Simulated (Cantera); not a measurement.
A Cantera script and its output.

```python
import numpy as np
import cantera as ct

gas = ct.Solution("gri30.yaml")
gas.TPX = 450, 1700000, {'CH4': 1, 'C2H6': 0.16, 'C3H8': 0.038, 'O2': 3.02, 'N2': 11.4, 'CO2': 0.097}
inlet = ct.Reservoir(gas, clone=True)
gas.equilibrate("HP")  # start burning
reactor = ct.IdealGasConstPressureReactor(gas, energy="on", clone=False)
exhaust = ct.Reservoir(gas, clone=True)
tau = [0.052, 0.022, 0.0092, 0.0038, 0.0016, 0.00067, 0.00028, 0.00012, 4.9e-05, 2.1e-05, 8.6e-06, 3.6e-06][0]
for a, b in ((inlet, reactor), (reactor, exhaust)):
    ct.MassFlowController(a, b, mdot=lambda t: reactor.mass / tau)
net = ct.ReactorNet([reactor])
show = ['CH4', 'C2H6', 'C3H8', 'CH2O', 'HCO']

rows = []
print(f"{'tau/s':>10s}{'T/K':>9s}" + "".join(f"{s:>11s}" for s in show))
for tau in [0.052, 0.022, 0.0092, 0.0038, 0.0016, 0.00067, 0.00028, 0.00012, 4.9e-05, 2.1e-05, 8.6e-06, 3.6e-06]:
    net.initial_time = 0.0
    net.advance(30 * tau)
    before = gas.X
    net.advance(40 * tau)
    drift = np.max(np.abs(gas.X - before) / (gas.X + 1e-9))
    rows.append([gas.T, *gas[show].X, drift])
    print(f"{tau:10.3e}{gas.T:9.1f}" + "".join(f"{x:11.3e}" for x in gas[show].X))
```

It prints:

```
     tau/s      T/K        CH4       C2H6       C3H8       CH2O        HCO
 5.200e-02   2266.1  6.724e-07  1.216e-08  3.216e-09  1.309e-07  2.907e-09
 2.200e-02   2266.7  1.547e-06  2.835e-08  7.502e-09  3.045e-07  6.533e-09
 9.200e-03   2266.1  3.551e-06  6.676e-08  1.764e-08  7.070e-07  1.530e-08
 3.800e-03   2262.9  8.022e-06  1.584e-07  4.163e-08  1.616e-06  3.674e-08
 1.600e-03   2255.4  1.701e-05  3.645e-07  9.475e-08  3.467e-06  8.692e-08
 6.700e-04   2241.2  3.443e-05  8.296e-07  2.111e-07  7.071e-06  2.071e-07
 2.800e-04   2217.7  6.780e-05  1.864e-06  4.585e-07  1.382e-05  4.959e-07
 1.200e-04   2182.8  1.327e-04  4.094e-06  9.630e-07  2.618e-05  1.163e-06
 4.900e-05   2126.5  2.934e-04  9.894e-06  2.191e-06  5.358e-05  2.879e-06
 2.100e-05   2022.9  8.937e-04  3.149e-05  6.349e-06  1.350e-04  6.859e-06
 8.600e-06    450.0  6.363e-02  1.018e-02  2.418e-03  3.133e-17  4.484e-34
 3.600e-06    450.0  6.363e-02  1.018e-02  2.418e-03  5.254e-21  2.313e-39
```

Cantera simulation using GRI-Mech 3.0 (53 species, 325 reactions); the numbers are that mechanism's predictions, not measurements. The pressure lies above the range GRI-Mech 3.0 was tuned for (to about 10 atm).
